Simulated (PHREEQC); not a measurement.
Solution (20 °C): 0.0055 mol ZnCl2, 0.00099 mol Na2SO4 and 0.19 mol FeSO4 per kg of water. Closed to the air; pH follows from the charge balance.

Model: ion-association model, phreeqc.dat, run in PHREEQC.

Problem. The ionic strength comes out as 0.413 mol/kgw. What activity coefficients do SO4-2, Cl-, HSO4-, Fe+2, Na+ get?

Solution. SO4-2 0.22, Cl- 0.67, HSO4- 0.73, Fe+2 0.27, Na+ 0.72.

This is a speciation only: nothing precipitates in the calculation. Species that the database lacks are ignored.
